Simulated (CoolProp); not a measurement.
Saturation properties of n-undecane.

Model: reference Helmholtz-energy equation of state, Aleksandrov 2011, in CoolProp. It is a short technical equation, of lower accuracy than the large ones.

```json
[
 {"T (K)": "328.1", "p (kPa)": "0.4402", "liquid cp (kJ/(kg K))": "2.317", "surface tension (mN/m)": "21.5"},
 {"T (K)": "335.9", "p (kPa)": "0.6943", "liquid cp (kJ/(kg K))": "2.346", "surface tension (mN/m)": "20.8"},
 {"T (K)": "343.8", "p (kPa)": "1.073", "liquid cp (kJ/(kg K))": "2.375", "surface tension (mN/m)": "20.1"},
 {"T (K)": "351.7", "p (kPa)": "1.618", "liquid cp (kJ/(kg K))": "2.405", "surface tension (mN/m)": "19.3"},
 {"T (K)": "359.5", "p (kPa)": "2.374", "liquid cp (kJ/(kg K))": "2.435", "surface tension (mN/m)": "18.7"},
 {"T (K)": "367.4", "p (kPa)": "3.428", "liquid cp (kJ/(kg K))": "2.466", "surface tension (mN/m)": "18.0"},
 {"T (K)": "375.2", "p (kPa)": "4.833", "liquid cp (kJ/(kg K))": "2.497", "surface tension (mN/m)": "17.3"},
 {"T (K)": "383.1", "p (kPa)": "6.723", "liquid cp (kJ/(kg K))": "2.528", "surface tension (mN/m)": "16.6"},
 {"T (K)": "390.9", "p (kPa)": "9.161", "liquid cp (kJ/(kg K))": "2.559", "surface tension (mN/m)": "15.9"},
 {"T (K)": "398.8", "p (kPa)": "12.34", "liquid cp (kJ/(kg K))": "2.591", "surface tension (mN/m)": "15.3"}
]
```

It boils at 468.9 K under 1 atm.

Surface tension comes from a separate correlation (Mulero 2014).
